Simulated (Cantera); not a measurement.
Transport properties of process gases

Gas mixture: NH₃ : CO₂ : CH₄ : H₂ = 0.22 : 0.95 : 0.85 : 0.62 (molar parts), at 10.0 bar, frozen composition.

Cantera's kinetic-theory transport with the Lennard-Jones parameters of GRI-Mech 3.0, ideal gas; thermal conductivity in the multicomponent form. Polar gases are described roughly by these parameters. The composition is frozen, though it would react at the higher temperatures.

| T (K) | ρ (kg/m³) | cp (J/kg/K) | μ (µPa s) | λ (mW/m/K) | Pr | D (cm²/s) N₂ | D (cm²/s) H | D (cm²/s) CH₄ |
|---|---|---|---|---|---|---|---|---|
| 400 | 6.88 | 1660 | 17.9 | 58.9 | 0.504 | 0.0387 | 0.206 | 0.0420 |
| 650 | 4.24 | 2018 | 26.5 | 98.6 | 0.542 | 0.0903 | 0.485 | 0.0997 |
| 900 | 3.06 | 2304 | 33.7 | 139 | 0.558 | 0.157 | 0.847 | 0.175 |
| 1150 | 2.39 | 2531 | 40.1 | 180 | 0.565 | 0.237 | 1.28 | 0.265 |
| 1400 | 1.97 | 2705 | 45.9 | 219 | 0.568 | 0.330 | 1.78 | 0.370 |
| 1650 | 1.67 | 2838 | 51.3 | 256 | 0.568 | 0.433 | 2.35 | 0.487 |
| 1900 | 1.45 | 2943 | 56.3 | 292 | 0.567 | 0.548 | 2.97 | 0.616 |
| 2150 | 1.28 | 3025 | 61.1 | 326 | 0.566 | 0.673 | 3.64 | 0.756 |
| 2400 | 1.15 | 3092 | 65.7 | 359 | 0.565 | 0.807 | 4.37 | 0.908 |
D: mixture-averaged diffusion coefficient of that species in the mixture.
